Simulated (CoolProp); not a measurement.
A closed Brayton cycle with carbon dioxide: compressor inlet 319.15 K and 9.2 MPa, high pressure 17.4 MPa, turbine inlet 725 K, compressor efficiency 0.8, turbine efficiency 0.85, recuperator effectiveness 0 (on enthalpy, no pinch check). Each further row changes one setting.

Values from CoolProp's reference Helmholtz-energy equation of state, Span 1996.

```tsv
case	thermal efficiency (%)	net work (kJ/kg)	compressor to turbine work	compressor exit (K)	turbine exit (K)
as stated	9.1	45.7	0.35	361.1	656.9
turbine inlet 675 K	(withheld)	40.0	0.38	361.1	(withheld)
compressor inlet 329.15 K	8.5	38.8	(withheld)	380.9	656.9
high pressure 14.8 MPa	7.0	35.7	0.33	(withheld)	(withheld)
recuperator effectiveness 0.5	14.0	45.7	0.35	361.1	656.9
```

### Question
Some entries are withheld; supply them.

### Answer

- turbine inlet 675 K, thermal efficiency (%): 9.0
- turbine inlet 675 K, turbine exit (K): 609.3
- compressor inlet 329.15 K, compressor to turbine work: 0.45
- high pressure 14.8 MPa, compressor exit (K): 350.3
- high pressure 14.8 MPa, turbine exit (K): 674.0
